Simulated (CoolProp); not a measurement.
Methanol along the isotherm 535.4 K: density (kg/m³) from the reference equation and from simpler models built on Tc = 513.4 K, pc = 8.216 MPa, ω = 0.565; each cubic takes its own stable root.

The numbers come from the reference Helmholtz-energy equation of state, de Reuck 1993 in CoolProp.

```tsv
p (MPa)	phase	reference
1.47	gas	11.14
2.93	gas	23.66
4.4	gas	38.38
5.87	gas	56.19
7.34	gas	79.44
8.8	supercritical	113.0
10.3	supercritical	175.3
11.7	supercritical	297.2
13.2	supercritical	382.7
14.7	supercritical	419.5
16.1	supercritical	442.1
17.6	supercritical	460.6
19.1	supercritical	475.6
20.5	supercritical	487.4
```

How far does each simpler model (ideal gas, van der Waals, Redlich-Kwong) lie from the reference over these 14 states: mean and median of the absolute difference, and the worst?


- ideal gas: mean 50.1 %, median 63.7 %, worst -75.2 % at 535.4 K and 13.2 MPa
- van der Waals: mean 19.9 %, median 18.5 %, worst -40.9 % at 535.4 K and 20.5 MPa
- Redlich-Kwong: mean 14.7 %, median 13.2 %, worst -29.3 % at 535.4 K and 17.6 MPa
